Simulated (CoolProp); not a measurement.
The fluid at 293.15 K and 7.33 MPa flows at 4.4 m/s in a round tube of 1 mm bore and 15 µm roughness, fully developed (64/Re and Nu = 3.66 if laminar; Colebrook and Gnielinski if turbulent). The same conditions are run with several fluids, on thermodynamics alone (safety and materials aside).

Model: reference Helmholtz-energy equation of state of each fluid (oxygen: Schmidt 1985; C2F6 (R116): Lemmon 2006; methane: Setzmann 1991; CF4 (R14): Platzer 1990; nitrogen: Span 2000), in CoolProp. The equations of Platzer and Polt are older, rougher fits.

### Question
Rank oxygen, C2F6 (R116), methane, CF4 (R14), nitrogen by Reynolds number, highest first.

### Answer
CF4 (R14) (62700), C2F6 (R116) (45800), oxygen (20100), nitrogen (19600), methane (19100)

```json
[
 {"fluid": "oxygen", "Darcy friction factor": "0.0459", "pressure drop (Pa/m)": "44700", "heat-transfer coefficient (W/(m² K))": "2960", "mass flow (kg/h)": "1.25"},
 {"fluid": "C2F6 (R116)", "Darcy friction factor": "0.0447", "pressure drop (Pa/m)": "490000", "heat-transfer coefficient (W/(m² K))": "17000", "mass flow (kg/h)": "14.1"},
 {"fluid": "methane", "Darcy friction factor": "0.0460", "pressure drop (Pa/m)": "24500", "heat-transfer coefficient (W/(m² K))": "4010", "mass flow (kg/h)": "0.686"},
 {"fluid": "CF4 (R14)", "Darcy friction factor": "0.0444", "pressure drop (Pa/m)": "156000", "heat-transfer coefficient (W/(m² K))": "8120", "mass flow (kg/h)": "4.53"},
 {"fluid": "nitrogen", "Darcy friction factor": "0.0460", "pressure drop (Pa/m)": "37600", "heat-transfer coefficient (W/(m² K))": "2820", "mass flow (kg/h)": "1.05"}
]
```

Transport values come from each fluid's own correlations; those of C2F6 (R116), CF4 (R14) are estimates that may be off by 10 % or more.
